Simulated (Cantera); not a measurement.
## Stirred combustor or abatement burner

A perfectly stirred reactor is fed with H₂ : O₂ : N₂ : H₂O = 1.5 : 0.617 : 7.41 : 1.1 (molar parts), equivalence ratio 1.2, at 500000 Pa; it is adiabatic with a 625 K inlet, and is followed from long to short residence time, starting on the burning branch (τ in s: 0.43, 0.15, 0.05, 0.017, 0.0057, 0.0019, 0.00065, 0.00022, 7.4e-05, 2.5e-05).

Model: the H2/O2 subset of GRI-Mech 3.0, which has no nitrogen chemistry, integrated in Cantera. The hydrogen kinetics of GRI-Mech 3.0 are dated; newer H2 mechanisms differ, most at raised pressure.

```json
[
 {"τ (s)": "0.43", "T (K)": "1489", "x H₂": "0.0266", "x O₂": "4.29e-5", "x H₂O": "0.233", "x HO₂": "1.67e-7", "x O": "9.87e-8", "x OH": "2.16e-5"},
 {"τ (s)": "0.15", "T (K)": "1488", "x H₂": "0.0267", "x O₂": "7.49e-5", "x H₂O": "0.233", "x HO₂": "3.13e-7", "x O": "2.70e-7", "x OH": "3.52e-5"},
 {"τ (s)": "0.050", "T (K)": "1486", "x H₂": "0.0267", "x O₂": "0.000134", "x H₂O": "0.233", "x HO₂": "5.89e-7", "x O": "7.75e-7", "x OH": "5.89e-5"},
 {"τ (s)": "0.017", "T (K)": "1484", "x H₂": "0.0269", "x O₂": "0.000239", "x H₂O": "0.232", "x HO₂": "1.08e-6", "x O": "2.18e-6", "x OH": "9.72e-5"},
 {"τ (s)": "0.0057", "T (K)": "1479", "x H₂": "0.0272", "x O₂": "0.000433", "x H₂O": "0.232", "x HO₂": "2.01e-6", "x O": "6.14e-6", "x OH": "0.000160"},
 {"τ (s)": "0.0019", "T (K)": "1470", "x H₂": "0.0277", "x O₂": "0.000802", "x H₂O": "0.231", "x HO₂": "3.81e-6", "x O": "1.69e-5", "x OH": "0.000256"},
 {"τ (s)": "0.00065", "T (K)": "1456", "x H₂": "0.0289", "x O₂": "0.00151", "x H₂O": "0.229", "x HO₂": "7.32e-6", "x O": "4.35e-5", "x OH": "0.000386"},
 {"τ (s)": "0.00022", "T (K)": "1428", "x H₂": "0.0314", "x O₂": "0.00298", "x H₂O": "0.225", "x HO₂": "1.50e-5", "x O": "0.000104", "x OH": "0.000534"},
 {"τ (s)": "7.4e-5", "T (K)": "1370", "x H₂": "0.0387", "x O₂": "0.00679", "x H₂O": "0.217", "x HO₂": "3.63e-5", "x O": "0.000204", "x OH": "0.000586"},
 {"τ (s)": "2.5e-5", "T (K)": "625", "x H₂": "0.141", "x O₂": "0.0581", "x H₂O": "0.104", "x HO₂": "<1e-12", "x O": "<1e-12", "x OH": "<1e-12"}
]
```
x: mole fraction; the columns are a selection and need not sum to one.
